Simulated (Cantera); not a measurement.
Feed: 1 mol CH₃Cl, 0.027 mol F₂, 1.3 mol H₂, held at 973 K and 0.110 bar.

Method: chemical equilibrium by Gibbs-energy minimisation in Cantera with the NASA 1993 tables (ideal gas, pure condensed phases). Candidate condensed phases: C, C₆H₆, C₇H₈, C₈H₁₈; 118 gas species. Rates play no part.

Base state: H₂ 0.675, HCl 0.303, HF 0.0163, CH₄ 0.00644 (mole fractions); condensed: C(graphite).

What changes in the equilibrium state with this change: temperature from 973 K to 1698 K?


```csv
species,before,after
H₂,0.675,0.683
HCl,0.303,0.300
HF,0.0163,0.0162
CH₄,0.00644,5.66e-5
H,2.68e-9,0.000360
Cl,1.13e-9,0.000123
"C(graphite), mol",0.979,0.999
```
